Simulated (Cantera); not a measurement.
An isothermal, constant-pressure homogeneous reactor starts with CH4 : N2 = 1 : 52 (molar parts), at 1900 K and 0.0918 atm. Integrator tolerance rtol = 1e-08.

Computed with Cantera and GRI-Mech 3.0 (53 species, 325 reactions). GRI-Mech 3.0 stops at C3 and has no aromatics, soot or wall deposition, so with more carbon than oxygen in the feed, carbon stays in small species such as C2H2 where larger ones or solid carbon would form.

```json
[
 {"quantity": "x(CH4) at 10.0 s", "before": "2.37e-7 (gas-phase equilibrium 3.26e-7)", "after": "1.10e-5 (gas-phase equilibrium 7.98e-6)"},
 {"quantity": "x(C2H2) at 10.0 s", "before": "0.00920 (gas-phase equilibrium 0.000718)", "after": "0.0347 (gas-phase equilibrium 0.00804)"},
 {"quantity": "x(C2H6) at 10.0 s", "before": "<1e-12 (gas-phase equilibrium <1e-12)", "after": "1.85e-11 (gas-phase equilibrium 7.13e-12)"},
 {"quantity": "x(H) at 10.0 s", "before": "0.000435 (gas-phase equilibrium 0.000435)", "after": "0.000844 (gas-phase equilibrium 0.000845)"},
 {"quantity": "x(CH2) at 10.0 s", "before": "1.43e-9 (gas-phase equilibrium 1.97e-9)", "after": "1.77e-8 (gas-phase equilibrium 1.28e-8)"}
]
```

Name the change that produced these shifts.
A. CH4 1 to 4.2 parts
B. pressure from 0.0918 atm to 0.0326 atm
C. temperature 1900 to 1400 K
D. N2 52 to 94 parts

A, CH4 1 to 4.2 parts
